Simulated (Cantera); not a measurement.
A perfectly stirred reactor is fed with C₃H₈ : H₂ = 1 : 31 (molar parts), at 0.132 atm; it is held at 1575 K, and followed from long to short residence time.

Model: GRI-Mech 3.0 (53 species, 325 reactions), integrated in Cantera. GRI-Mech 3.0 was tuned for natural gas; its chemistry of propane as a main component is partial and can be far from experiment. GRI-Mech 3.0 stops at C3 and has no aromatics, soot or wall deposition, so with more carbon than oxygen in the feed, carbon stays in small species such as C2H2 where larger ones or solid carbon would form.

x: mole fraction; the columns are a selection and need not sum to one.

| τ (s) | x C₃H₈ | x H₂ | x C₂H | x CH₃ | x C₂H₂ | x CH₂ |
|---|---|---|---|---|---|---|
| 28 | 1.97e-7 | 0.950 | 1.30e-8 | 3.15e-5 | 0.0364 | 3.46e-9 |
| 11 | 4.94e-7 | 0.949 | 1.31e-8 | 3.98e-5 | 0.0352 | 4.55e-9 |
| 4.2 | 1.25e-6 | 0.947 | 1.37e-8 | 5.31e-5 | 0.0336 | 6.57e-9 |
| 1.6 | 3.07e-6 | 0.945 | 1.51e-8 | 7.24e-5 | 0.0320 | 1.03e-8 |
| 0.63 | 7.03e-6 | 0.943 | 1.77e-8 | 9.91e-5 | 0.0307 | 1.70e-8 |
| 0.24 | (withheld) | 0.942 | (withheld) | (withheld) | 0.0295 | (withheld) |
| 0.095 | 3.41e-5 | 0.941 | 2.73e-8 | 0.000193 | 0.0283 | 5.36e-8 |
| 0.037 | 7.26e-5 | 0.940 | 3.40e-8 | 0.000268 | 0.0269 | 9.49e-8 |
| 0.014 | 0.000157 | 0.939 | 4.10e-8 | 0.000369 | 0.0248 | 1.65e-7 |
| 0.0055 | (withheld) | 0.939 | (withheld) | (withheld) | (withheld) | (withheld) |

**Question.** What belongs in the gaps?

**Answer.** 
- 0.24, x C₃H₈: 1.60e-5
- 0.24, x C₂H: 2.19e-8
- 0.24, x CH₃: 0.000139
- 0.24, x CH₂: 3.02e-8
- 0.0055, x C₃H₈: 0.000330
- 0.0055, x C₂H: 4.60e-8
- 0.0055, x CH₃: 0.000495
- 0.0055, x C₂H₂: 0.0220
- 0.0055, x CH₂: 2.70e-7
